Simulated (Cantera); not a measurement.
## Adiabatic ignition

An adiabatic, constant-volume homogeneous reactor starts with C₂H₄ : O₂ : N₂ : H₂O = 1 : 4.23 : 15.9 : 2.1 (molar parts), at 1600 K and 0.630 bar.

Model: GRI-Mech 3.0 (53 species, 325 reactions), integrated in Cantera. GRI-Mech 3.0 was tuned for natural gas; its chemistry of ethylene as a main component is partial and can be far from experiment.

```csv
t (s),T (K),P (bar),x C₂H₄,x O₂,x H₂O,x C₂H₆,x HO₂,x CH₃
2.00e-6,1600,0.630,0.0430,0.182,0.0904,<1e-12,3.37e-8,1.25e-8
6.70e-6,1600,0.630,0.0430,0.182,0.0904,1.00e-11,4.68e-7,3.77e-7
2.24e-5,1602,0.631,0.0419,0.181,0.0906,6.74e-7,0.000276,0.000276
7.52e-5,2516,1.04,<1e-12,0.0629,0.132,<1e-12,8.00e-6,<1e-12
0.000252,2739,1.12,<1e-12,0.0595,0.143,<1e-12,1.19e-5,<1e-12
0.000844,2748,1.12,<1e-12,0.0574,0.144,<1e-12,1.20e-5,<1e-12
0.00283,2740,1.12,<1e-12,0.0541,0.145,<1e-12,1.13e-5,<1e-12
0.00948,2737,1.12,<1e-12,0.0530,0.145,<1e-12,1.11e-5,<1e-12
0.0317,2737,1.12,<1e-12,0.0530,0.145,<1e-12,1.11e-5,<1e-12
0.106,2737,1.12,<1e-12,0.0530,0.145,<1e-12,1.11e-5,<1e-12
0.356,2737,1.12,<1e-12,0.0530,0.145,<1e-12,1.11e-5,<1e-12
1.19,2737,1.12,<1e-12,0.0530,0.145,<1e-12,1.11e-5,<1e-12
4.00,2737,1.12,<1e-12,0.0530,0.145,<1e-12,1.11e-5,<1e-12
```
x: mole fraction; the columns are a selection and need not sum to one.

```
Quantity                                                          Result
---------------------------------  -------------------------------------
time of steepest temperature rise                                35.4 µs
temperature at 4.00 s                                             2737 K
equilibrium temperature                                           2737 K
x(C₂H₄) at 4.00 s                  <1e-12 (gas-phase equilibrium <1e-12)
x(O₂) at 4.00 s                    0.0530 (gas-phase equilibrium 0.0530)
x(H₂O) at 4.00 s                     0.145 (gas-phase equilibrium 0.145)
```
